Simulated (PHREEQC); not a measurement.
1 kg of water holding 0.0056 mol NaCl, 0.02 mol Na2CO3, 0.081 mol Na2SO4 and 0.021 mol NaOH is evaporated at 20 °C; the solids stay in contact with the brine. CO2 is held at log p = -3.4 (atm). Only these solids could form: Burkeite, Halite, Mirabilite, Nahcolite, Natron, Thenardite, Trona.

Base run: PHREEQC, Pitzer model, pitzer.dat. Each further column changes one thing. The table gives ionic strength.

| H2O removed (mol) | base | temperature from 20 to 25 °C |
|---|---|---|
| 0 | 0.324 | 0.325 |
| 18.01 | 0.483 | 0.485 |
| 30.18 | 0.720 | 0.722 |
| 41.44 | 1.31 | 1.31 |
| 46.01 | 1.94 | 1.94 |
| 49.09 | 2.88 | 2.89 |
| 51.17 | 4.28 | 4.28 |
| 53.1 | 6.09 | 7.60 |
| 53.88 | 8.40 | 9.59 |
| 54.41 | 10.4 | 11.3 |
